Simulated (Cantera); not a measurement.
A closed system holds: 1 mol Si, 6.5 mol Cl2, 16 mol N2, equilibrated at 1.30 mbar.

Method: chemical equilibrium by Gibbs-energy minimisation in Cantera with the NASA 1993 tables (ideal gas, pure condensed phases). Candidate condensed phases: Si, Si3N4; 13 gas species. The tables' values for SiCl3 are old estimates; treat these amounts as uncertain. Kinetics and transport are ignored.

**Question.** At 1400 °C, list the 4 most abundant gas species with their mole fractions, and the condensed phases.

**Answer.** N2 0.616, Cl 0.340, SiCl4 0.0341, Cl2 0.00545. Condensed: gas only.
